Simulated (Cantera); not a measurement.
Cantera run:

```python
import numpy as np
import cantera as ct

gas_names = [...]  # 123 gases of nasa_gas.yaml made of C, H, O, Si
cond_names = """
    C(gr) C6H6(L) C7H8(L) C8H18(L),n-octa H2O(s) H2O(L) Si(cr) Si(L) SiC(b) SiO2(Lqz) SiO2(hqz) SiO2(L)
""".split()


# ... load() reads the species with a 1 bar reference pressure and builds the phases ...
atoms = {
    'TEOS': {'Si': 1, 'C': 8, 'H': 20, 'O': 4},
    'O3': {'O': 3},
}
top_T = {'C(gr)': 4500, 'SiC(b)': 3050}  # K; cautious upper limits of use, not melting points


# ... equilibrate(T, P, feed) seeds the gas with the atoms and calls Mixture.equilibrate('TP', solver="vcs", rtol=1e-11, max_steps=5000) ...
results = []
feed = {'TEOS': 1, 'O3': 0.08}  # mol
P = 100000  # Pa
for T in [900, 1000, 1100, 1200, 1300, 1400, 1500, 1600, 1700, 1800, 1900, 2000, 2100]:
    mix = equilibrate(T, P, feed)
    results.append((T, P, feed, dict(zip(mix.species_names, mix.species_moles))))

top = {s: max(r[3][s] / sum(r[3][g] for g in gas_names) for r in results) for s in gas_names}
cols = sorted((s for s in top if top[s] > 1e-05), key=lambda s: -top[s])[:7]
seen = [c for c in cond_names if any(r[3].get(c, 0) > 1e-12 for r in results)]
print("log10 of partial pressures in bar; condensed amounts in mol")
print(f"{'T/K':>10s}" + "".join(f"{s[:9]:>10s}" for s in cols + seen))
for T, P, feed, n in results:
    ng = sum(n[g] for g in gas_names)
    print(f"{T:10.4g}" + "".join(f"{np.log10(max(n[s] / ng * P / 1e5, 1e-99)):10.3f}" for s in cols)
          + "".join(f"{n.get(c, 0):10.4g}" for c in seen))
```

It prints:

```
log10 of partial pressures in bar; condensed amounts in mol
       T/K        H2        CO       CH4       H2O       CO2       SiO         H     C(gr)    SiC(b) SiO2(hqz)
       900    -0.181    -1.161    -0.869    -0.957    -1.574   -20.730   -10.023     5.777         0         1
      1000    -0.123    -0.857    -1.265    -1.382    -1.959   -17.035    -8.705     5.739         0         1
      1100    -0.102    -0.763    -1.649    -1.914    -2.581   -13.867    -7.639      5.67         0         1
      1200    -0.094    -0.743    -1.990    -2.423    -3.210   -11.178    -6.752      5.69         0         1
      1300    -0.091    -0.739    -2.287    -2.870    -3.764    -8.898    -6.002     5.716         0         1
      1400    -0.090    -0.738    -2.544    -3.256    -4.241    -6.948    -5.358     5.733         0         1
      1500    -0.089    -0.737    -2.768    -3.591    -4.653    -5.263    -4.799     5.742         0    0.9999
      1600    -0.089    -0.737    -2.964    -3.884    -5.011    -3.795    -4.309     5.746         0     0.998
      1700    -0.154    -0.528    -3.269    -3.998    -4.906    -2.916    -3.909     2.787    0.9827         0
      1800    -0.154    -0.529    -3.422    -4.228    -5.184    -2.784    -3.523     2.799    0.9766         0
      1900    -0.154    -0.529    -3.559    -4.432    -5.432    -2.666    -3.178      2.81    0.9693         0
      2000    -0.155    -0.530    -3.682    -4.616    -5.653    -2.561    -2.866      2.82    0.9608         0
      2100    -0.156    -0.532    -3.793    -4.783    -5.853    -2.467    -2.584     2.827     0.951         0
```

Equilibrium computed with Cantera from the NASA thermochemical tables; the gas is ideal and each condensed phase is pure. The feed counts by its element totals alone. The tables hold silica as quartz up to 1696 K and as liquid above; real silica turns to tridymite and cristobalite and melts near 1996 K.
